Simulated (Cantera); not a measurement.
An adiabatic, constant-volume homogeneous reactor starts with 7.75 % C3H8, 19.4 % O2, 72.9 % N2, at 1250 K and 1.80 bar.

Computed with Cantera and GRI-Mech 3.0 (53 species, 325 reactions). GRI-Mech 3.0 was tuned for natural gas; its chemistry of propane as a main component is partial and can be far from experiment.

### Question
Predict: time of steepest temperature rise; temperature at 0.200 s; equilibrium temperature; x(O2) at 0.200 s; x(NO) at 0.200 s.

### Answer
| Property | Value |
|---|---|
| time of steepest temperature rise | 1.70 ms |
| temperature at 0.200 s | 2719 K |
| equilibrium temperature | 2719 K |
| x(O2) at 0.200 s | 2.79e-5 (gas-phase equilibrium 2.79e-5) |
| x(NO) at 0.200 s | 0.000322 (gas-phase equilibrium 0.000322) |
